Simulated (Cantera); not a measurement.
Equilibrium for carbon deposition, reforming and gasification: n-butane + H2O + N2

Charge: 1 mol n-butane, 2.7 mol H2O, 0.47 mol N2, held at 50.0 Pa.

Cantera equilibrium calculation (NASA polynomials, part measured and part estimated; ideal gas, pure solids and liquids). Candidate condensed phases: C, C6H6, C7H8, C8H18, H2O; 136 gas species. Rates play no part.

```json
[
 {"T (°C)": "1600", "x H": "0.0239", "x H2": "0.687", "x CO": "0.245", "x N2": "0.0420", "x C3": "1.95e-9", "x HCN": "0.00147", "n C(graphite)": "1.28"},
 {"T (°C)": "1675", "x H": "0.0414", "x H2": "0.672", "x CO": "0.243", "x N2": "0.0413", "x C3": "1.49e-8", "x HCN": "0.00199", "n C(graphite)": "1.27"},
 {"T (°C)": "1750", "x H": "0.0684", "x H2": "0.648", "x CO": "0.240", "x N2": "0.0404", "x C3": "9.70e-8", "x HCN": "0.00261", "n C(graphite)": "1.26"},
 {"T (°C)": "1825", "x H": "0.108", "x H2": "0.614", "x CO": "0.235", "x N2": "0.0391", "x C3": "5.52e-7", "x HCN": "0.00330", "n C(graphite)": "1.24"},
 {"T (°C)": "1900", "x H": "0.162", "x H2": "0.566", "x CO": "0.228", "x N2": "0.0375", "x C3": "2.78e-6", "x HCN": "0.00402", "n C(graphite)": "1.22"},
 {"T (°C)": "1975", "x H": "0.233", "x H2": "0.505", "x CO": "0.219", "x N2": "0.0356", "x C3": "1.25e-5", "x HCN": "0.00470", "n C(graphite)": "1.19"},
 {"T (°C)": "2050", "x H": "0.319", "x H2": "0.430", "x CO": "0.209", "x N2": "0.0334", "x C3": "5.09e-5", "x HCN": "0.00527", "n C(graphite)": "1.16"},
 {"T (°C)": "2125", "x H": "0.415", "x H2": "0.348", "x CO": "0.197", "x N2": "0.0310", "x C3": "0.000190", "x HCN": "0.00563", "n C(graphite)": "1.13"},
 {"T (°C)": "2200", "x H": "0.512", "x H2": "0.264", "x CO": "0.184", "x N2": "0.0286", "x C3": "0.000650", "x HCN": "0.00575", "n C(graphite)": "1.08"},
 {"T (°C)": "2275", "x H": "0.599", "x H2": "0.188", "x CO": "0.173", "x N2": "0.0264", "x C3": "0.00207", "x HCN": "0.00561", "n C(graphite)": "0.973"},
 {"T (°C)": "2350", "x H": "0.667", "x H2": "0.126", "x CO": "0.163", "x N2": "0.0244", "x C3": "0.00614", "x HCN": "0.00526", "n C(graphite)": "0.704"},
 {"T (°C)": "2425", "x H": "0.709", "x H2": "0.0791", "x CO": "0.154", "x N2": "0.0225", "x C3": "0.0168", "x HCN": "0.00470", "n C(graphite)": "0"}
]
```
x: gas mole fraction; n: condensed amount in mol.

From 1600 °C to 2350 °C the condensed part is C(graphite). At 2425 °C nothing is condensed. The main C-bearing gas is CO throughout. The share of C in condensed phases is highest at 1600 °C (32.0 %) and lowest at 2425 °C (0.0 %).
